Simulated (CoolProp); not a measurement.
Ammonia along the isobar 136 bar: density (kg/m³) from the reference equation and from simpler models built on Tc = 405.6 K, pc = 113.6 bar, ω = 0.256; each cubic takes its own stable root.

Computed with CoolProp (reference Helmholtz-energy equation of state, Gao 2020).

```
T (K)          phase  reference  van der Waals  Redlich-Kwong  Soave-Redlich-Kwong  Peng-Robinson
-----  -------------  ---------  -------------  -------------  -------------------  -------------
381.3         liquid      463.6          261.7          338.8                350.0          393.4
392.2         liquid      430.7          247.2          311.4                319.2          357.1
403.2         liquid      384.5          228.9          276.0                277.9          308.2
414.1  supercritical      284.4          203.2          221.1                207.1          223.5
425    supercritical      145.0          155.7          142.6                130.6          138.5
435.9  supercritical      116.3          119.6          115.3                108.0          113.8
446.8  supercritical      101.6          104.2          101.6                95.74          100.5
457.7  supercritical      92.02          94.61          92.48                87.43          91.42
468.6  supercritical      84.95          87.63          85.73                81.17          84.65
479.5  supercritical      79.41          82.16          80.38                76.19          79.27
490.4  supercritical      74.89          77.66          75.96                72.07          74.84
501.3  supercritical      71.09          73.85          72.22                68.57          71.08
512.2  supercritical      67.82          70.55          68.99                65.54          67.83
```
